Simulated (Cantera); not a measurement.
# SiH4 + Cl2 + H2 (silicon epitaxy and polysilicon growth)

A closed system holds: 1 mol SiH4, 0.73 mol Cl2, 11 mol H2, equilibrated at 1.00 Torr.

Equilibrium computed with Cantera from the NASA thermochemical tables; the gas is ideal and each condensed phase is pure. Candidate condensed phases: Si; 19 gas species. The tables' values for SiCl3, SiCl are old estimates; treat these amounts as uncertain. Gases not in the tables: Si2H6 and higher silanes. Rates play no part.

```json
[
 {"T (°C)": "577", "log p H2": "-2.89", "log p HCl": "-4.90", "log p SiCl4": "-4.53", "log p SiCl2": "-6.83", "log p H": "-12.13", "log p SiHCl3": "-5.31", "n Si(s)": "0.653", "n Si(l)": "0"},
 {"T (°C)": "727", "log p H2": "-2.90", "log p HCl": "-4.30", "log p SiCl4": "-4.74", "log p SiCl2": "-5.47", "log p H": "-10.09", "log p SiHCl3": "-5.49", "n Si(s)": "0.732", "n Si(l)": "0"},
 {"T (°C)": "877", "log p H2": "-2.91", "log p HCl": "-4.03", "log p SiCl4": "-5.56", "log p SiCl2": "-4.81", "log p H": "-8.58", "log p SiHCl3": "-6.13", "n Si(s)": "0.786", "n Si(l)": "0"},
 {"T (°C)": "1027", "log p H2": "-2.92", "log p HCl": "-4.01", "log p SiCl4": "-6.92", "log p SiCl2": "-4.68", "log p H": "-7.41", "log p SiHCl3": "-7.17", "n Si(s)": "0.777", "n Si(l)": "0"},
 {"T (°C)": "1177", "log p H2": "-2.92", "log p HCl": "-4.02", "log p SiCl4": "-8.12", "log p SiCl2": "-4.64", "log p H": "-6.48", "log p SiHCl3": "-8.08", "n Si(s)": "0.761", "n Si(l)": "0"},
 {"T (°C)": "1327", "log p H2": "-2.92", "log p HCl": "-4.03", "log p SiCl4": "-9.10", "log p SiCl2": "-4.61", "log p H": "-5.72", "log p SiHCl3": "-8.83", "n Si(s)": "0.746", "n Si(l)": "0"},
 {"T (°C)": "1477", "log p H2": "-2.92", "log p HCl": "-4.03", "log p SiCl4": "-9.92", "log p SiCl2": "-4.63", "log p H": "-5.09", "log p SiHCl3": "-9.46", "n Si(s)": "0", "n Si(l)": "0.733"}
]
```
log p: log10 of the partial pressure in bar; n: condensed amount in mol.

From 577 °C to 1327 °C the condensed part is Si(s). At 1477 °C the condensed part is Si(l). The main Si-bearing gas is SiCl4 at 577 °C and SiCl2 at 1477 °C. The share of Si in condensed phases is highest at 877 °C (78.6 %) and lowest at 577 °C (65.3 %).
